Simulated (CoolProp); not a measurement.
A simple Rankine cycle with water: condensing at 322.15 K, boiler at 19.7 MPa, turbine inlet 639.6 K, turbine efficiency 0.85, pump efficiency 0.6, no recuperator. Each further row changes one setting.

Values from CoolProp's reference Helmholtz-energy equation of state, Wagner 2002.

```json
[
 {"case": "as stated", "thermal efficiency (%)": "31.7", "net work (kJ/kg)": "713", "heat in (kJ/kg)": "2250", "turbine exit temperature (K)": "322.2", "volume ratio over the turbine": "1220"},
 {"case": "turbine inlet 659.6 K", "thermal efficiency (%)": "32.8", "net work (kJ/kg)": "818", "heat in (kJ/kg)": "2500", "turbine exit temperature (K)": "322.2", "volume ratio over the turbine": "966"},
 {"case": "condensing temperature 314.15 K", "thermal efficiency (%)": "32.5", "net work (kJ/kg)": "743", "heat in (kJ/kg)": "2280", "turbine exit temperature (K)": "314.1", "volume ratio over the turbine": "1790"},
 {"case": "boiler pressure 13.8 MPa", "thermal efficiency (%)": "32.4", "net work (kJ/kg)": "853", "heat in (kJ/kg)": "2630", "turbine exit temperature (K)": "322.2", "volume ratio over the turbine": "621"},
 {"case": "turbine efficiency 0.75", "thermal efficiency (%)": "27.8", "net work (kJ/kg)": "625", "heat in (kJ/kg)": "2250", "turbine exit temperature (K)": "322.2", "volume ratio over the turbine": "1290"}
]
```

The expansion ends wet for: as stated; turbine inlet 659.6 K; condensing temperature 314.15 K; boiler pressure 13.8 MPa; turbine efficiency 0.75.
